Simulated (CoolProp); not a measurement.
Properties of R21 along the isotherm 473 K.

Values from CoolProp's reference Helmholtz-energy equation of state, Platzer 1990. This equation is an older, rougher fit.

```
p (MPa)  phase       Z  isothermal compressibility (1/MPa)  expansivity (1/kK)
-------  -----  ------  ----------------------------------  ------------------
0.00836    gas  0.9995                               119.7               2.118
0.0123     gas  0.9993                               81.36               2.119
0.018      gas  0.9990                               55.61               2.122
0.0264     gas  0.9986                               37.93               2.125
0.0388     gas  0.9979                               25.83               2.130
0.057      gas  0.9969                               17.60               2.138
0.0836     gas  0.9954                               12.02               2.149
0.123      gas  0.9933                               8.185               2.166
0.18       gas  0.9901                               5.611               2.190
0.264      gas  0.9855                               3.844               2.227
0.388      gas  0.9786                               2.635               2.284
0.57       gas       ?                               1.814               2.371
0.836      gas  0.9528                               1.258                   ?
1.23       gas       ?                              0.8788               2.734
1.8        gas  0.8932                              0.6284               3.125
2.64       gas  0.8357                              0.4652               3.898
```

Fill in the missing entries.


- 0.57, Z: 0.9682
- 0.836, expansivity (1/kK): 2.507
- 1.23, Z: 0.9292
